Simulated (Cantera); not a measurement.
Feed: 1 mol trisilylamine, a varied amount of N2, at 0.0100 bar.

These are equilibrium values from Cantera (NASA tables, ideal gas, pure condensed phases), not measurements of a reactor. Candidate condensed phases: Si, Si3N4; 18 gas species. The feed counts by its element totals alone. Mutual solubility and eutectic melting of coexisting phases are not modelled. Equilibrium is a limit: real reactors are often held back by kinetics, nucleation or transport.

Stable condensed phases, one row left out:

```
T in K \ n(N2) in mol
         2.2   3 4.2 5.7 7.9  11  15  21  29  40
   1873    A   A   A   A   A   A   A   A   A   A
   1848    A   A   A   A   A   A   A   A   A   A
   1823    A   A   A   A   A   A   A   A   A   A
   1798    A   A   A   A   A   A   A   A   B   B
   1773    A   A   A   C   B   B   B   B   B   B
   1748    C   C   B   B   B   B   B   B   B   B
   1723    C   B   B   B   B   B   B   B   B   B
   1698    C   B   B   B   B   B   B   B   B   B
   1648    B   B   B   B   B   B   B   B   B   B
```

A: Si; B: Si3N4; C: Si + Si3N4.

Q: Give the row for 1673 K.

A: 2.2: Si3N4; 3: Si3N4; 4.2: Si3N4; 5.7: Si3N4; 7.9: Si3N4; 11: Si3N4; 15: Si3N4; 21: Si3N4; 29: Si3N4; 40: Si3N4.
